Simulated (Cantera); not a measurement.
## Equilibrium for silicon epitaxy and polysilicon growth: Si₂Cl₆ + H₂

Charge: 1 mol Si₂Cl₆, 110 mol H₂, at 1750 K and 190 Pa.

Cantera equilibrium calculation (NASA polynomials, part measured and part estimated; ideal gas, pure solids and liquids). Candidate condensed phases: Si; 19 gas species. The feed counts by its element totals alone. The tables' values for SiCl are old estimates; treat these amounts as uncertain. Gases not in the tables: Si₂H₆ and higher silanes. Rates play no part.

```json
{
  "x(H₂)": "0.947",
  "x(HCl)": "0.0408",
  "x(SiCl₂)": "0.00585",
  "x(H)": "0.00519",
  "x(Si)": "0.000790",
  "x(Cl)": "0.000173",
  "x(SiCl)": "0.000170",
  "x(SiH)": "4.43e-5",
  "x(SiH₂)": "1.97e-5",
  "n(Si(l))": "1.22 mol",
  "gas_amount": "113.4 mol"
}
```
